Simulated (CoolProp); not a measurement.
200 sccm (0 °C, 1 atm) of nitrogen bubbles through liquid n-hexane at 275.5 K and leaves saturated at a total pressure of 0.126 MPa (ideal gas phase). Each further row changes one setting.

Model: reference Helmholtz-energy equation of state, Thol 2019, in CoolProp.

| case | vapour pressure (kPa) | mole fraction of vapour | delivery (mg/min) | delivery (sccm) | change of delivery for a bath 1 K warmer (%) |
|---|---|---|---|---|---|
| as stated | 6.84 | 0.0543 | 44.1 | 11.5 | 5.7 |
| bath temperature 280.5 K | 8.84 | 0.0702 | 58.0 | 15.1 | 5.5 |
| total pressure 0.252 MPa | 6.84 | 0.0271 | 21.5 | 5.58 | 5.5 |
